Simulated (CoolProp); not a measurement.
The numbers come from the reference Helmholtz-energy equation of state, Zhou 2012 in CoolProp.

### Question
Give the vapour pressure (MPa), liquid density (kg/m³), liquid cp (kJ/(kg K)), surface tension (mN/m) of saturated ethylbenzene at 98.35, 130.75, 154.95 °C.

### Answer
| T (°C) | p (MPa) | liquid density (kg/m³) | liquid cp (kJ/(kg K)) | surface tension (mN/m) |
|---|---|---|---|---|
| 98.35 | 0.0324 | 797 | 2.00 | 20.7 |
| 130.75 | 0.0874 | 766 | 2.12 | 17.4 |
| 154.95 | 0.164 | 741 | 2.21 | 15.1 |

Surface tension comes from a separate correlation (Mulero 2014).
